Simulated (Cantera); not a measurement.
What does this Cantera script print?

```python
import numpy as np
import cantera as ct

gas_names = """
    C CN CO CO2 C2 CCN CNC C2N2 C2O C3 C3O2 C4 C4N2 C5 N NCO NO NO2 NO3 N2 N2O O O2 O3 Si SiC SiC2 SiN
    SiO SiO2 Si2 Si2C Si2N Si3
""".split()
cond_names = """
    C(gr) Si(cr) Si(L) SiC(b) SiO2(Lqz) SiO2(hqz) SiO2(L) Si2N2O(s) Si3N4(a)
""".split()


# ... load() reads the species with a 1 bar reference pressure and builds the phases ...
atoms = {
    'Si3N4': {'Si': 3, 'N': 4},
    'N2O': {'N': 2, 'O': 1},
    'N2': {'N': 2},
    'CO2': {'C': 1, 'O': 2},
}
top_T = {'C(gr)': 4500, 'SiC(b)': 3050, 'Si2N2O(s)': 2100, 'Si3N4(a)': 2400}  # K; cautious upper limits of use, not melting points


# ... equilibrate(T, P, feed) seeds the gas with the atoms and calls Mixture.equilibrate('TP', solver="vcs", rtol=1e-11, max_steps=5000) ...
results = []
feed = {'Si3N4': 1, 'N2O': 0.11, 'N2': 14, 'CO2': 0.18}  # mol
T = 1473  # K
P = 960  # Pa
mix = equilibrate(T, P, feed)
results.append((T, P, feed, dict(zip(mix.species_names, mix.species_moles))))
print(gas.report(threshold=0.001))
for i in range(1, mix.n_phases):
    print(f"{mix.phase(i).name:16s} {mix.phase_moles(i):12.5e} mol")
```

Output:

```
       temperature   1473 K
          pressure   960 Pa
           density   0.0021959 kg/m^3
  mean mol. weight   28.014 kg/kmol
   phase of matter   gas

                          1 kg             1 kmol
                     ---------------   ---------------
          enthalpy        1.3346e+06        3.7387e+07  J
   internal energy         8.974e+05         2.514e+07  J
           entropy            9990.9        2.7989e+05  J/K
    Gibbs function       -1.3382e+07       -3.7488e+08  J
 heat capacity c_p            1237.9             34679  J/K
 heat capacity c_v             941.1             26364  J/K

                      mass frac. Y      mole frac. X     chem. pot. / RT
                     ---------------   ---------------   ---------------
                N2            0.9996            0.9996           -30.603
     [  +33 minor]        0.00040452         0.0004008

C(gr)             0.00000e+00 mol
Si(cr)            0.00000e+00 mol
SiC(b)            1.74328e-01 mol
SiO2(hqz)         0.00000e+00 mol
Si2N2O(s)         4.64234e-01 mol
Si3N4(a)          6.32370e-01 mol
```

Method: chemical equilibrium by Gibbs-energy minimisation in Cantera with the NASA 1993 tables (ideal gas, pure condensed phases). Mutual solubility and eutectic melting of coexisting phases are not modelled.
